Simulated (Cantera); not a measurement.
A perfectly stirred reactor is fed with C₂H₆ : H₂ = 1 : 22 (molar parts), at 760 Torr; it is held at 1800 K, and followed from long to short residence time.

Detailed kinetics in Cantera: GRI-Mech 3.0 (53 species, 325 reactions). GRI-Mech 3.0 stops at C3 and has no aromatics, soot or wall deposition, so with more carbon than oxygen in the feed, carbon stays in small species such as C2H2 where larger ones or solid carbon would form.

Q: Predict: x(C₂H₆) at τ = 12.0 s; x(H₂) at τ = 12.0 s; x(CH₃) at τ = 12.0 s; x(CH₂) at τ = 12.0 s; x(C₂H₂) at τ = 12.0 s; x(C₂H₆) at τ = 44.0 ms; x(H₂) at τ = 44.0 ms; x(CH₃) at τ = 44.0 ms; x(CH₂) at τ = 44.0 ms; x(C₂H₂) at τ = 44.0 ms.

A: 
```json
{
  "x(C₂H₆) at τ = 12.0 s": "1.03e-6",
  "x(H₂) at τ = 12.0 s": "0.954",
  "x(CH₃) at τ = 12.0 s": "7.63e-5",
  "x(CH₂) at τ = 12.0 s": "3.15e-8",
  "x(C₂H₂) at τ = 12.0 s": "0.0345",
  "x(C₂H₆) at τ = 44.0 ms": "1.50e-5",
  "x(H₂) at τ = 44.0 ms": "0.946",
  "x(CH₃) at τ = 44.0 ms": "0.000203",
  "x(CH₂) at τ = 44.0 ms": "8.77e-8",
  "x(C₂H₂) at τ = 44.0 ms": "0.0276"
}
```
